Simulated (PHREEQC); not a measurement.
Buffer

A solution holds 0.16 mol HF and 0.0034 mol Na2B4O7 per kg of water, at 40 °C. Closed to the air; pH follows from the charge balance.

All values are PHREEQC results (ion-association model, phreeqc.dat), not measurements.

Precipitation was switched off in this run.

**Question.** What pH does the model give?

**Answer.** pH 1.92.

**Question.** In which forms is F present?

**Answer.** HF 61 %, BF4- 34 %, F- 3.0 %, HF2- 2.4 % of the F.

Complexes and solids missing from the database can't appear. Away from 25 °C the constants follow the database's enthalpies or fits; those with neither stay at their 25 °C values. Real BF4- forms and hydrolyses slowly; the run takes it at equilibrium.
